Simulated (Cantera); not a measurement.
# Pyrogenic steam for wet oxidation

An isothermal, constant-pressure homogeneous reactor starts with 25.3 % H₂, 28.7 % O₂, 46.0 % N₂, equivalence ratio 0.44, at 1148 K and 0.987 atm.

Computed with Cantera and GRI-Mech 3.0 (53 species, 325 reactions). The temperature is held fixed by assumption; the heat of reaction is taken as removed at once.

```json
[
 {"t (s)": "7.00e-6", "x H₂": "0.253", "x O₂": "0.287", "x H₂O": "6.33e-8", "x NO₂": "<1e-12", "x NO": "<1e-12"},
 {"t (s)": "3.30e-5", "x H₂": "0.247", "x O₂": "0.285", "x H₂O": "0.00427", "x NO₂": "<1e-12", "x NO": "5.96e-10"},
 {"t (s)": "0.000155", "x H₂": "0.00691", "x O₂": "0.187", "x H₂O": "0.281", "x NO₂": "8.24e-8", "x NO": "1.53e-6"},
 {"t (s)": "0.000732", "x H₂": "0.00329", "x O₂": "0.185", "x H₂O": "0.286", "x NO₂": "4.66e-7", "x NO": "1.15e-6"},
 {"t (s)": "0.00345", "x H₂": "0.00102", "x O₂": "0.185", "x H₂O": "0.288", "x NO₂": "7.97e-7", "x NO": "8.23e-7"},
 {"t (s)": "0.0162", "x H₂": "0.000134", "x O₂": "0.184", "x H₂O": "0.289", "x NO₂": "1.12e-6", "x NO": "5.05e-7"},
 {"t (s)": "0.0765", "x H₂": "5.35e-6", "x O₂": "0.184", "x H₂O": "0.289", "x NO₂": "8.74e-7", "x NO": "7.47e-7"},
 {"t (s)": "0.360", "x H₂": "3.81e-9", "x O₂": "0.184", "x H₂O": "0.289", "x NO₂": "9.74e-8", "x NO": "1.52e-6"},
 {"t (s)": "1.70", "x H₂": "2.79e-9", "x O₂": "0.184", "x H₂O": "0.289", "x NO₂": "3.25e-8", "x NO": "1.59e-6"},
 {"t (s)": "8.00", "x H₂": "2.79e-9", "x O₂": "0.184", "x H₂O": "0.289", "x NO₂": "3.25e-8", "x NO": "1.59e-6"}
]
```
x: mole fraction; the columns are a selection and need not sum to one.

Equilibrium at this temperature and pressure: H₂ 2.79e-9, O₂ 0.184, H₂O 0.289, NO₂ 2.04e-6, NO 9.94e-5 (gas phase only).
